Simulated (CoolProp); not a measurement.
A closed Brayton cycle with dry air: compressor inlet 314.15 K and 5.5 MPa, high pressure 11.4 MPa, turbine inlet 935 K, compressor efficiency 0.85, turbine efficiency 0.93, recuperator effectiveness 0 (on enthalpy, no pinch check). Each further row changes one setting.

The numbers come from the reference Helmholtz-energy equation of state, Lemmon 2000 in CoolProp. It is a pseudo-pure fit of the blend.

```tsv
case	thermal efficiency (%)	net work (kJ/kg)	compressor to turbine work	compressor exit (K)	turbine exit (K)
as stated	14.2	83.3	0.51	400.6	785.6
turbine inlet 885 K	14.0	74.1	0.54	400.6	742.3
compressor inlet 324.15 K	14.0	80.3	0.53	413.3	785.6
high pressure 9.69 MPa	11.4	69.0	0.49	379.8	816.9
recuperator effectiveness 0.5	21.8	83.3	0.51	400.6	785.6
```
